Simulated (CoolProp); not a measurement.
Computed with CoolProp (reference Helmholtz-energy equation of state, Lemmon 2000). It is a pseudo-pure fit of the blend.

Problem. For dry air, give the phase and the cp (kJ/(kg K)), expansivity (1/kK), viscosity (µPa s), conductivity (mW/(m K)) at -199.95 °C and 1.35 MPa; -199.95 °C and 2.77 MPa.

Solution. 
- -199.95 °C and 1.35 MPa: liquid; cp 1.91, expansivity 4.80, viscosity 210, conductivity 151
- -199.95 °C and 2.77 MPa: liquid; cp 1.90, expansivity 4.70, viscosity 215, conductivity 152

Viscosity comes from a separate model (Lemmon 2004). Thermal conductivity comes from a separate model (Lemmon 2004).
